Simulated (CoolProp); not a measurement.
1,2-dichloroethane at several states: density (kg/m³) from the reference equation and from simpler models built on Tc = 561.6 K, pc = 5.226 MPa, ω = 0.269; each cubic takes its own stable root.

Computed with CoolProp (reference Helmholtz-energy equation of state, Thol 2015).

```json
[
 {"T (K)": "253.7", "p (MPa)": "2.64", "phase": "liquid", "reference": "1310"},
 {"T (K)": "280.9", "p (MPa)": "0.228", "phase": "liquid", "reference": "1270"},
 {"T (K)": "467.6", "p (MPa)": "28.6", "phase": "liquid", "reference": "1038"},
 {"T (K)": "440.1", "p (MPa)": "14.9", "phase": "liquid", "reference": "1049"}
]
```

Q: How far does each simpler model (van der Waals, Redlich-Kwong, Soave-Redlich-Kwong, Peng-Robinson) lie from the reference over these 4 states: mean and median of the absolute difference, and the worst?

A: 
- van der Waals: mean 39.7 %, median 40.3 %, worst -42.8 % at 280.9 K and 0.228 MPa
- Redlich-Kwong: mean 14.1 %, median 14.6 %, worst -15.1 % at 253.7 K and 2.64 MPa
- Soave-Redlich-Kwong: mean 12.2 %, median 12.4 %, worst -13.7 % at 253.7 K and 2.64 MPa
- Peng-Robinson: mean 1.6 %, median 1.5 %, worst -3.1 % at 253.7 K and 2.64 MPa
